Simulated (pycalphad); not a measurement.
## Freezing of Hf-B alloys with rising B

Source of the numbers: pycalphad with the COST 507 light-alloy database (1999); pressure 1 atm. The database dates from 1999; later assessments differ in places, in temperatures and in the compounds included. Amounts are mole fractions of atoms.

Scheil-Gulliver runs (no diffusion in the solid, steps of 4 K) beside full equilibrium.

```
alloy              liquidus (K)  Scheil, half solid (K)  Scheil, 80 % solid (K)  Scheil, invariant end (K)  liquid left at that end  equilibrium solidus (K)
-----------------  ------------  ----------------------  ----------------------  -------------------------  -----------------------  -----------------------
Hf-0.9643B (wt.%)          2193    at the invariant end    at the invariant end                       2154                     0.92                     2154
Hf-1.564B (wt.%)           2340    at the invariant end    at the invariant end                       2154                     0.83                     2154
Hf-2.268B (wt.%)           2611    at the invariant end    at the invariant end                       2154                     0.70                     2154
Hf-4.128B (wt.%)           3152                    2268    at the invariant end                       2154                     0.45                     2154
```
